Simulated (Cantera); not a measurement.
## Stirred combustor or abatement burner

A perfectly stirred reactor is fed with 1.55 % CH₄, 0.559 % C₂H₆, 1.52 % C₃H₈, 10.6 % O₂, 79.1 % N₂, 6.67 % H₂O, equivalence ratio 1.2, at 10.0 bar; it is adiabatic with a 673 K inlet, and is followed from long to short residence time, starting on the burning branch (τ in s: 0.087, 0.038, 0.016, 0.0071, 0.0031, 0.0013, 0.00057, 0.00025, 0.00011, 4.7e-05, 2e-05).

Cantera simulation using GRI-Mech 3.0 (53 species, 325 reactions); the numbers are that mechanism's predictions, not measurements. GRI-Mech 3.0 was tuned for natural gas; its chemistry of propane as a main component is partial and can be far from experiment.

```
τ (s)    T (K)    x CH₄   x C₂H₆   x C₃H₈    x HCO     x CH₃    x CH₂    x CO
-------  -----  -------  -------  -------  -------  --------  -------  ------
0.087     1748  0.00120  2.74e-6  7.25e-7  5.97e-9   3.18e-5  5.41e-8  0.0182
0.038     1744  0.00129  5.18e-6  1.58e-6  1.07e-8   4.51e-5  1.06e-7  0.0181
0.016     1737  0.00132  9.40e-6  3.50e-6  2.15e-8   6.30e-5  2.07e-7  0.0184
0.0071    1726  0.00136  1.60e-5  7.32e-6  4.31e-8   8.47e-5  3.73e-7  0.0194
0.0031    1707  0.00147  2.77e-5  1.57e-5  9.17e-8  0.000113  6.38e-7  0.0211
0.0013    1668  0.00176  5.50e-5  3.88e-5  2.16e-7  0.000150  9.57e-7  0.0247
0.00057    673   0.0155  0.00559   0.0152   <1e-12    <1e-12   <1e-12  <1e-12
0.00025    673   0.0155  0.00559   0.0152   <1e-12    <1e-12   <1e-12  <1e-12
0.00011    673   0.0155  0.00559   0.0152   <1e-12    <1e-12   <1e-12  <1e-12
4.7e-5     673   0.0155  0.00559   0.0152   <1e-12    <1e-12   <1e-12  <1e-12
2.0e-5     673   0.0155  0.00559   0.0152   <1e-12    <1e-12   <1e-12  <1e-12
```
x: mole fraction; the columns are a selection and need not sum to one.
